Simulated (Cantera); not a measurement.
Standard-state values (1 bar) from the NASA 1993 polynomials, evaluated with Cantera. Values are per mole of reaction as written; species without (g) are pure solids or liquids, kept so even where they would boil at 1 bar. FeO: taken at fixed stoichiometry.

Question: Between 1698 and 2448 K, where is each reaction favourable under standard conditions?
- 4 FeO + N2(g) = 4 Fe + 2 NO2(g)

Answer: 
- 4 FeO + N2(g) = 4 Fe + 2 NO2(g): ΔG° is 935 kJ at 1698 K and 869 kJ at 2448 K; it stays positive (K < 1). ΔH° is 1093 kJ and ΔS° 91 J/K at 2448 K.
